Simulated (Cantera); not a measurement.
Charge: 1 mol c-C₄F₈, 0.4 mol CH₄, 1.2 mol H₂, 1.6 mol HCl, held at 750 Torr.

Cantera equilibrium calculation (NASA polynomials, part measured and part estimated; ideal gas, pure solids and liquids). Candidate condensed phases: C, C₆H₆, C₇H₈, C₈H₁₈; 135 gas species. Ions and electrons are included (thermal ionisation). The feed counts by its element totals alone. The tables' values for CCl are old estimates; treat these amounts as uncertain. Gases not in the tables: C₂F₆ and larger saturated fluorocarbons. Kinetics and transport are ignored.

x: gas mole fraction; n: condensed amount in mol.

```json
[
 {"T (K)": "2000", "x HF": "0.703", "x F": "0.000626", "x H": "1.22e-6", "x Cl": "0.107", "x C": "3.04e-11", "x CF₄": "0.0943", "x CF₂": "0.00342", "x C₃": "2.77e-11", "x HCl": "0.0665", "x CF": "2.91e-6", "x C₂": "2.34e-12", "x Cl₂": "0.0212", "n C(graphite)": "3.66"},
 {"T (K)": "2500", "x HF": "0.678", "x F": "0.0228", "x H": "3.93e-5", "x Cl": "0.176", "x C": "1.66e-7", "x CF₄": "0.0393", "x CF₂": "0.0592", "x C₃": "4.97e-7", "x HCl": "0.0155", "x CF": "0.000745", "x C₂": "4.58e-8", "x Cl₂": "0.00265", "n C(graphite)": "3.56"},
 {"T (K)": "3000", "x HF": "___", "x F": "___", "x H": "___", "x Cl": "0.170", "x C": "___", "x CF₄": "___", "x CF₂": "___", "x C₃": "___", "x HCl": "___", "x CF": "___", "x C₂": "___", "x Cl₂": "___", "n C(graphite)": "3.60"},
 {"T (K)": "3500", "x HF": "___", "x F": "___", "x H": "___", "x Cl": "___", "x C": "___", "x CF₄": "___", "x CF₂": "___", "x C₃": "___", "x HCl": "___", "x CF": "___", "x C₂": "___", "x Cl₂": "___", "n C(graphite)": "___"},
 {"T (K)": "4000", "x HF": "0.351", "x F": "0.242", "x H": "0.0894", "x Cl": "0.124", "x C": "0.0271", "x CF₄": "2.35e-8", "x CF₂": "0.00366", "x C₃": "0.0698", "x HCl": "0.00670", "x CF": "0.0554", "x C₂": "0.0197", "x Cl₂": "1.28e-5", "n C(graphite)": "0"},
 {"T (K)": "4500", "x HF": "0.151", "x F": "0.337", "x H": "0.206", "x Cl": "0.103", "x C": "0.0919", "x CF₄": "4.03e-10", "x CF₂": "0.000642", "x C₃": "0.0305", "x HCl": "0.00276", "x CF": "0.0401", "x C₂": "0.0291", "x Cl₂": "3.76e-6", "n C(graphite)": "0"},
 {"T (K)": "5000", "x HF": "0.0443", "x F": "0.385", "x H": "0.264", "x Cl": "0.0887", "x C": "0.171", "x CF₄": "6.41e-12", "x CF₂": "8.51e-5", "x C₃": "0.00538", "x HCl": "0.000886", "x CF": "0.0188", "x C₂": "0.0194", "x Cl₂": "1.41e-6", "n C(graphite)": "0"}
]
```

Task: Some entries are withheld; supply them.

Result: 
- 3000, x HF: 0.619
- 3000, x F: 0.111
- 3000, x H: 0.000863
- 3000, x C: 5.07e-5
- 3000, x CF₄: 0.000822
- 3000, x CF₂: 0.0741
- 3000, x C₃: 0.000312
- 3000, x HCl: 0.00865
- 3000, x CF: 0.0128
- 3000, x C₂: 3.17e-5
- 3000, x Cl₂: 0.000316
- 3500, x HF: 0.538
- 3500, x F: 0.175
- 3500, x H: 0.0144
- 3500, x Cl: 0.152
- 3500, x C: 0.00297
- 3500, x CF₄: 3.54e-6
- 3500, x CF₂: 0.0222
- 3500, x C₃: 0.0292
- 3500, x HCl: 0.00947
- 3500, x CF: 0.0487
- 3500, x C₂: 0.00327
- 3500, x Cl₂: 5.76e-5
- 3500, n C(graphite): 2.59
